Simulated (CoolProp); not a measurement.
Vapour-liquid equilibrium of R1234ze(E) (1) + n-pentane (2) at 238.7 K; x and y are mole fractions of (1).

Values from CoolProp's multi-fluid Helmholtz-energy mixture model, Thol 2016 and Thol 2019; pair parameters Bell 2016.

| x | bubble pressure (MPa) | y at the bubble point | dew pressure at overall composition x (MPa) | liquid density (mol/L) |
|---|---|---|---|---|
| 0.05 | 0.01206 | 0.691 | 0.004088 | 9.478 |
| 0.15 | 0.02456 | 0.860 | 0.004559 | 9.655 |
| 0.25 | 0.03268 | 0.902 | 0.005152 | 9.838 |
| 0.35 | 0.03754 | 0.920 | 0.005922 | 10.03 |
| 0.45 | 0.04027 | 0.929 | 0.006962 | 10.23 |
| 0.55 | 0.04182 | 0.935 | 0.008444 | 10.45 |
| 0.65 | 0.04291 | 0.939 | 0.01072 | 10.68 |
| 0.75 | 0.04407 | 0.945 | 0.01468 | 10.94 |
| 0.85 | 0.04564 | 0.956 | 0.02313 | 11.22 |
| 0.95 | 0.04779 | 0.979 | 0.04485 | 11.53 |

No azeotrope shows between x = 0.05 and 0.95.

Pair parameters are fitted to limited data, so mixtures are less certain than the pure fluids. With so large a gap from Raoult's law the liquid may split in two, which this calculation doesn't test in full.
